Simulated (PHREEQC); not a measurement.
Consider water at 25 °C with 0.019 mol/kgw Na2SiO3, 0.00035 mol/kgw H2SiF6 and 0.077 mol/kgw NaOH. It is in equilibrium with CO2 at log p = -3.4 (atm). Otherwise closed; pH follows from the charge balance.

Computed with PHREEQC (ion-association model, wateq4f.dat).

Question: The ionic strength comes out as 0.120 mol/kgw. What activity coefficients do H2SiO4-2, HCO3-, OH-, Na+, H3SiO4- get?

Answer: H2SiO4-2 0.37, HCO3- 0.78, OH- 0.75, Na+ 0.77, H3SiO4- 0.76.

No solid was allowed to form. Examples of supersaturated solids here: SiO2(a), Quartz (slow to form). Others may be too. SiF6-2 is the database's only silicon fluoride.
